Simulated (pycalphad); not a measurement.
An equivalent pycalphad script:

```python
from pycalphad import Database, equilibrium, calculate, variables as v
import numpy as np
db = Database('COST507.tdb')
comps = ['B', 'C', 'VA']
phases = ['B4C', 'BETA_RHOMBO_B', 'GRAPHITE', 'LIQUID']
eq = equilibrium(db, comps, phases, {v.X('C'): 0.695, v.T: np.arange(3300, 499, -50), v.P: 101325, v.N: 1}, output=['HM', 'SM'])
```

Computed with pycalphad from the COST 507 light-alloy database (1999), at 1 atm. These are 1990s assessments: newer ones move some temperatures and phases. Amounts are mole fractions of atoms. Kinetics are ignored, which matters at the lower temperatures.

Results at three of the temperatures:

```
T = 1900.00 K, P = 101325 Pa, N = 1 mol of atoms
G = -51983 J/mol, H = 26286 J/mol, S = 41.19 J/(mol K)  (SER reference)
chemical potentials (J/mol): B -74591, C -42062
phase             fraction       x(B)       x(C)
GRAPHITE            0.6237     0.0056     0.9944
B4C                 0.3763     0.8013     0.1987
```

```
T = 1800.00 K, P = 101325 Pa, N = 1 mol of atoms
G = -47936 J/mol, H = 23609 J/mol, S = 39.75 J/(mol K)  (SER reference)
chemical potentials (J/mol): B -70213, C -38159
phase             fraction       x(B)       x(C)
GRAPHITE            0.6226     0.0043     0.9957
B4C                 0.3774     0.8010     0.1990
```

```
T = 700.00 K, P = 101325 Pa, N = 1 mol of atoms
G = -15039 J/mol, H = -2645 J/mol, S = 17.71 J/(mol K)  (SER reference)
chemical potentials (J/mol): B -34801, C -6366
phase             fraction       x(B)       x(C)
GRAPHITE            0.6188   1.91e-06     1.0000
B4C                 0.3812     0.8000     0.2000
```

Changes of the phase set, refined by bisection:

```tsv
T (°C)	phases above	phases below
2390.3	graphite + liquid	B4C + graphite
```

Database names, with the compositions (at.%) that they take in these runs: B4C: B 80 C 20.
